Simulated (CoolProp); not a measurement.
Vapour-liquid equilibrium of toluene (1) + p-xylene (2) at 0.0193 MPa; x and y are mole fractions of (1).

Model: multi-fluid Helmholtz-energy mixture model, Lemmon 2006 and Zhou 2012; pair parameters Bell 2016, in CoolProp.

```csv
x,bubble temperature (K),y at the bubble point,dew temperature at overall composition x (K),liquid density (mol/L)
0.05,(withheld),0.114,357.9,7.632
0.2,351.7,0.385,355.3,7.838
0.35,347.3,0.579,352.4,(withheld)
0.5,343.6,0.720,(withheld),8.254
0.65,340.3,(withheld),345.5,8.467
0.8,337.5,0.911,341.2,8.686
0.95,(withheld),(withheld),336.1,8.911
```

Question: Some entries are withheld; supply them.

Answer: 
- 0.05, bubble temperature (K): 356.8
- 0.35, liquid density (mol/L): 8.044
- 0.5, dew temperature at overall composition x (K): 349.2
- 0.65, y at the bubble point: 0.827
- 0.95, bubble temperature (K): 335.0
- 0.95, y at the bubble point: 0.980

No azeotrope shows between x = 0.05 and 0.95.

The pair parameters rest on a limited set of measurements; away from them the model extrapolates.
